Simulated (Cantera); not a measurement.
Gas mixture: O2 = 0.7 (molar parts), at 0.0520 bar, frozen composition.

Cantera's kinetic-theory transport with the Lennard-Jones parameters of GRI-Mech 3.0, ideal gas; thermal conductivity in the mixture-averaged form.

D: mixture-averaged diffusion coefficient of that species in the mixture.

| T (K) | ρ (kg/m³) | cp (J/kg/K) | μ (µPa s) | λ (mW/m/K) | Pr | D (cm²/s) CH4 | D (cm²/s) C2H2 | D (cm²/s) NO |
|---|---|---|---|---|---|---|---|---|
| 400 | 0.0500 | 941.4 | 25.6 | 33.9 | 0.713 | 7.34 | 5.46 | 6.61 |
| 650 | 0.0308 | 1017 | 36.0 | 51.6 | 0.709 | 17.0 | 12.8 | 15.1 |
| 900 | 0.0222 | 1074 | [?] | [?] | 0.710 | [?] | [?] | [?] |
| 1150 | 0.0174 | 1109 | [?] | [?] | 0.708 | [?] | [?] | [?] |
| 1400 | 0.0143 | 1134 | 59.7 | 95.7 | 0.707 | 61.6 | 46.7 | 54.6 |
| 1650 | 0.0121 | 1155 | 66.4 | 108 | 0.707 | 80.9 | 61.4 | 71.7 |
| 1900 | 0.0105 | 1174 | 72.7 | 121 | 0.707 | 102 | 77.7 | 90.6 |
| 2150 | 0.00931 | 1192 | 78.8 | 133 | 0.707 | 125 | 95.4 | 111 |
| 2400 | 0.00834 | 1209 | 84.6 | 145 | 0.707 | 151 | 114 | 133 |

Some entries are withheld; supply them.


- 900, μ (µPa s): 44.7
- 900, λ (mW/m/K): 67.6
- 900, D (cm²/s) CH4: 29.4
- 900, D (cm²/s) C2H2: 22.2
- 900, D (cm²/s) NO: 26.1
- 1150, μ (µPa s): 52.5
- 1150, λ (mW/m/K): 82.2
- 1150, D (cm²/s) CH4: 44.4
- 1150, D (cm²/s) C2H2: 33.6
- 1150, D (cm²/s) NO: 39.4
